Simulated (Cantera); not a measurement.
Cantera with NASA thermochemical tables; ideal gases at 1 bar, condensed phases pure. Values are per mole of reaction as written; species without (g) are pure solids or liquids, kept so even where they would boil at 1 bar.

### Question
Between 1598 and 1773 K, where is each reaction favourable under standard conditions?
- 4 PH3(g) + 8 O2(g) → 6 H2O(g) + P4O10(g)

### Answer
- 4 PH3(g) + 8 O2(g) → 6 H2O(g) + P4O10(g): ΔG° is -2898 kJ at 1598 K and -2740 kJ at 1773 K; it stays negative (K > 1). ΔH° is -4344 kJ and ΔS° -905 J/K at 1773 K.
